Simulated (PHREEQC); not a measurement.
Solution (25 °C): 1.6 mmol/kgw HF and 0.6 mmol/kgw AlCl3. Closed to the air; pH follows from the charge balance.

Model: ion-association model, wateq4f.dat, run in PHREEQC.

| quantity | before | after |
|---|---|---|
| pH | 2.85 | 3.13 |
| ionic strength (mol/kgw) | 0.00188 | 0.00257 |
| HF (mol/kgw) | 0.000116 | 0.000812 |
| F- (mol/kgw) | 5.75e-5 | 0.000772 |

Q: Name the change that produced these shifts.
A. AlCl3 left out
B. AlCl3 from 0.0006 to 0.00054 mol/kgw
C. 0.00074 mol/kgw TMAH added
D. AlCl3 replaced by CuCl2 at the same molality
E. temperature from 25 to 30 °C

A: D, AlCl3 replaced by CuCl2 at the same molality

This is a speciation only: nothing precipitates in the calculation. Fluoro complexes past AlF4- and FeF3 are missing from the database.
